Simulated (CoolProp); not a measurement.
Vapour-liquid equilibrium of R1234yf (1) + R1234ze(E) (2) at 328.4 K; x and y are mole fractions of (1).

Values from CoolProp's multi-fluid Helmholtz-energy mixture model, Lemmon 2022 and Thol 2016; pair parameters Bell 2022.

Task: Give the bubble pressure and the first vapour's composition at x = 0.5, 0.65, 0.875. Is there an azeotrope?

Result: x = 0.5: 1313 kPa, y = 0.543; x = 0.65: 1361 kPa, y = 0.686; x = 0.875: 1433 kPa, y = 0.891. No azeotrope shows between x = 0.05 and 0.95.

The pair parameters rest on a limited set of measurements; away from them the model extrapolates.
